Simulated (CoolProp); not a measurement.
Saturation properties of chlorine (Tc = 143.7 °C, pc = 7642 kPa, ω = 0.070).

Computed with CoolProp (reference Helmholtz-energy equation of state, Thol 2021).

```csv
T (°C),p (kPa),liquid density (kg/m³),enthalpy of vaporisation (kJ/kg),liquid cp (kJ/(kg K)),vapour Z
-25.35,145.8,1540,282.0,0.9439,0.9657
-19.65,182.8,1524,278.6,0.9468,0.9599
-14.05,225.9,1508,275.1,0.9502,0.9535
-8.35,277.3,1492,271.5,0.9543,0.9465
-2.75,336.0,1476,267.9,0.9589,0.9390
2.95,405.0,1459,264.1,0.9643,0.9308
8.65,484.2,1442,260.1,0.9705,0.9219
14.25,572.8,1426,256.1,0.9773,0.9126
```

It boils at -34.0 °C under 1 atm.
